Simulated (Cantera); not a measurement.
Input: 1 mol SiCl4, 8.1 mol H2O, 95 mol H2, at 1800 K and 0.00133 bar.

These are equilibrium values from Cantera (NASA tables, ideal gas, pure condensed phases), not measurements of a reactor. Candidate condensed phases: H2O, Si, SiO2; 30 gas species. Equilibrium is a limit: real reactors are often held back by kinetics, nucleation or transport.

Base state: H2 0.877, H2O 0.0666, HCl 0.0372, SiO 0.00938, H 0.00918, Cl 0.000298, OH 4.60e-5 (mole fractions); condensed: gas only.

**Question.** What changes in the equilibrium state with this change: temperature from 1800 K to 798 K?

**Answer.** 
```json
[
 {"species": "H2", "before": "0.877", "after": "0.904"},
 {"species": "H2O", "before": "0.0666", "after": "0.0580"},
 {"species": "HCl", "before": "0.0372", "after": "0.0381"},
 {"species": "SiO", "before": "0.00938", "after": "<1e-9"},
 {"species": "H", "before": "0.00918", "after": "<1e-9"},
 {"species": "Cl", "before": "0.000298", "after": "<1e-9"},
 {"species": "OH", "before": "4.60e-5", "after": "<1e-9"},
 {"species": "SiO2(α-quartz), mol", "before": "0", "after": "1.00"}
]
```
